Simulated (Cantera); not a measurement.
What does this Cantera script print?

```python
import numpy as np
import cantera as ct

gas = ct.Solution("SiF4_NH3_mec.yaml", "gas")
gas.TPX = 1850, 47000, {'NH3': 1, 'H2': 0.62}
reactor = ct.IdealGasConstPressureReactor(gas, energy="off", clone=False)
net = ct.ReactorNet([reactor])
net.rtol, net.atol = 1e-08, 1e-18
show = ['NH3', 'H2', 'N2H2', 'NH', 'N2H4', 'N', 'N2']
times = np.geomspace(3e-06, 20, 12)

steps = ct.SolutionArray(gas, extra=["t"])
rows = []
print(f"{'t/s':>10s}{'T/K':>9s}{'P/Pa':>11s}" + "".join(f"{s:>11s}" for s in show))
for t in times:
    while net.time < t:
        t_next = net.step()
        steps.append(gas.state, t=t_next)
    rows.append([np.interp(t, steps.t, y) for y in (steps.T, steps.P, *steps(*show).X.T)])
    print(f"{t:10.3e}{rows[-1][0]:9.1f}{rows[-1][1]:11.4g}" + "".join(f"{x:11.3e}" for x in rows[-1][2:]))
rate = np.gradient(steps.T, steps.t)
print("integrator steps:", len(steps.t))
if steps.T.max() > steps.T[0] + 200:
    print(f"time of steepest temperature rise: {steps.t[rate.argmax()]:.4e} s")
gas.TPX = 1850, 47000, {'NH3': 1, 'H2': 0.62}
gas.equilibrate("TP")
print(f"equilibrium (TP): T = {gas.T:.1f} K  " + "  ".join(f"{s} {gas[s].X[0]:.3e}" for s in show))
```

Result:

```
       t/s      T/K       P/Pa        NH3         H2       N2H2         NH       N2H4          N         N2
 3.000e-06   1850.0    4.7e+04  6.173e-01  3.827e-01  8.010e-12  8.436e-11  3.612e-12  8.000e-15  1.000e-14
 1.252e-05   1850.0    4.7e+04  6.173e-01  3.827e-01  3.965e-10  2.417e-09  8.514e-11  1.922e-12  1.129e-11
 5.222e-05   1850.0    4.7e+04  6.172e-01  3.827e-01  1.146e-08  4.830e-08  1.586e-09  2.020e-10  9.003e-09
 2.179e-04   1850.0    4.7e+04  6.170e-01  3.828e-01  2.605e-07  7.858e-07  2.600e-08  1.346e-08  3.641e-06
 9.090e-04   1850.0    4.7e+04  6.160e-01  3.833e-01  1.736e-06  3.800e-06  1.306e-07  1.388e-07  2.326e-04
 3.792e-03   1850.0    4.7e+04  6.110e-01  3.867e-01  1.816e-06  3.973e-06  1.356e-07  1.490e-07  1.757e-03
 1.582e-02   1850.0    4.7e+04  5.910e-01  4.006e-01  1.726e-06  3.948e-06  1.298e-07  1.507e-07  7.952e-03
 6.601e-02   1850.0    4.7e+04  5.168e-01  4.518e-01  1.414e-06  3.838e-06  1.088e-07  1.567e-07  3.088e-02
 2.754e-01   1850.0    4.7e+04  3.161e-01  5.905e-01  7.136e-07  3.366e-06  5.674e-08  1.691e-07  9.299e-02
 1.149e+00   1850.0    4.7e+04  7.239e-02  7.588e-01  1.043e-07  1.961e-06  7.360e-09  1.611e-07  1.684e-01
 4.794e+00   1850.0    4.7e+04  4.523e-03  8.054e-01  1.618e-09  3.689e-07  8.536e-11  5.302e-08  1.894e-01
 2.000e+01   1850.0    4.7e+04  5.821e-04  8.081e-01  3.128e-11  5.349e-08  1.591e-12  8.169e-09  1.906e-01
integrator steps: 1357
equilibrium (TP): T = 1850.0 K  NH3 3.910e-06  H2 8.085e-01  N2H2 7.798e-14  NH 3.606e-10  N2H4 7.253e-17  N 5.517e-11  N2 1.908e-01
```

Detailed kinetics in Cantera: the gas-phase N/H chemistry of the illustrative SiF4/NH3 mechanism in the Surface Chemkin manual (1991). Walls and surfaces, which speed up NH3 decomposition in real reactors, are not modelled.
